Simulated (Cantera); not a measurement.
An adiabatic, constant-volume homogeneous reactor starts with 11.8 % CH4, 0.764 % CO, 18.3 % O2, 69.1 % N2, at 1250 K and 3750 Torr.

Detailed kinetics in Cantera: GRI-Mech 3.0 (53 species, 325 reactions).

x: mole fraction; the columns are a selection and need not sum to one.

```json
[
 {"t (s)": "1.00e-6", "T (K)": "1250", "P (bar)": "5.00", "x CH4": "0.118", "x CO": "0.00764", "x O2": "0.183", "x CO2": "7.72e-10", "x H": "2.92e-11", "x HO2": "1.22e-8"},
 {"t (s)": "2.26e-6", "T (K)": "1250", "P (bar)": "5.00", "x CH4": "0.118", "x CO": "0.00764", "x O2": "0.183", "x CO2": "1.82e-9", "x H": "3.28e-11", "x HO2": "2.74e-8"},
 {"t (s)": "5.09e-6", "T (K)": "1250", "P (bar)": "5.00", "x CH4": "0.118", "x CO": "0.00764", "x O2": "0.183", "x CO2": "4.46e-9", "x H": "4.15e-11", "x HO2": "6.09e-8"},
 {"t (s)": "1.15e-5", "T (K)": "1250", "P (bar)": "5.00", "x CH4": "0.118", "x CO": "0.00764", "x O2": "0.183", "x CO2": "1.19e-8", "x H": "6.33e-11", "x HO2": "1.33e-7"},
 {"t (s)": "2.59e-5", "T (K)": "1250", "P (bar)": "5.00", "x CH4": "0.118", "x CO": "0.00764", "x O2": "0.183", "x CO2": "3.55e-8", "x H": "1.24e-10", "x HO2": "2.79e-7"},
 {"t (s)": "5.85e-5", "T (K)": "1250", "P (bar)": "5.00", "x CH4": "0.118", "x CO": "0.00764", "x O2": "0.183", "x CO2": "1.18e-7", "x H": "3.27e-10", "x HO2": "5.36e-7"},
 {"t (s)": "0.000132", "T (K)": "1250", "P (bar)": "5.00", "x CH4": "0.118", "x CO": "0.00764", "x O2": "0.183", "x CO2": "[?]", "x H": "[?]", "x HO2": "[?]"},
 {"t (s)": "0.000298", "T (K)": "1250", "P (bar)": "5.00", "x CH4": "0.118", "x CO": "0.00764", "x O2": "0.183", "x CO2": "1.28e-6", "x H": "2.73e-9", "x HO2": "9.90e-7"},
 {"t (s)": "0.000672", "T (K)": "1250", "P (bar)": "5.00", "x CH4": "0.117", "x CO": "0.00764", "x O2": "0.183", "x CO2": "3.74e-6", "x H": "4.37e-9", "x HO2": "1.36e-6"},
 {"t (s)": "0.00152", "T (K)": "1252", "P (bar)": "5.01", "x CH4": "0.117", "x CO": "0.00765", "x O2": "0.183", "x CO2": "1.24e-5", "x H": "8.48e-9", "x HO2": "2.48e-6"},
 {"t (s)": "0.00342", "T (K)": "1259", "P (bar)": "5.04", "x CH4": "0.116", "x CO": "0.00781", "x O2": "0.182", "x CO2": "5.71e-5", "x H": "3.29e-8", "x HO2": "6.88e-6"},
 {"t (s)": "0.00772", "T (K)": "2983", "P (bar)": "12.8", "x CH4": "3.00e-12", "x CO": "0.0752", "x O2": "0.00240", "x CO2": "0.0420", "x H": "0.00856", "x HO2": "3.52e-6"},
 {"t (s)": "0.0174", "T (K)": "2983", "P (bar)": "12.8", "x CH4": "3.00e-12", "x CO": "0.0752", "x O2": "0.00240", "x CO2": "0.0420", "x H": "0.00856", "x HO2": "3.52e-6"},
 {"t (s)": "0.0393", "T (K)": "2983", "P (bar)": "12.8", "x CH4": "3.00e-12", "x CO": "0.0752", "x O2": "0.00240", "x CO2": "0.0420", "x H": "0.00856", "x HO2": "3.52e-6"},
 {"t (s)": "0.0886", "T (K)": "2983", "P (bar)": "12.8", "x CH4": "3.00e-12", "x CO": "0.0752", "x O2": "0.00240", "x CO2": "0.0420", "x H": "0.00856", "x HO2": "3.52e-6"},
 {"t (s)": "0.200", "T (K)": "2983", "P (bar)": "12.8", "x CH4": "3.00e-12", "x CO": "0.0752", "x O2": "0.00240", "x CO2": "0.0420", "x H": "0.00856", "x HO2": "3.52e-6"}
]
```

**Question.** Fill in the missing entries.

**Answer.** 
- 0.000132, x CO2: 4.08e-7
- 0.000132, x H: 1.07e-9
- 0.000132, x HO2: 8.40e-7
